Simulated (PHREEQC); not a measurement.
Dissolve 0.0043 mol LiOH, 2.8e-07 mol H4SiO4 and 0.0034 mol Na2CO3 per kg of water at 25 °C. Closed to the air; pH follows from the charge balance.

The numbers come from PHREEQC with the ion-association model, wateq4f.dat.

No solid was allowed to form.

Question: Order these C species by the share of C that they hold, largest first: NaCO3-, CO3-2, HCO3-.

Answer: CO3-2 (90 %), NaCO3- (6.9 %), HCO3- (3.5 %)

The pH is 11.59 and the ionic strength 0.0139 mol/kgw.
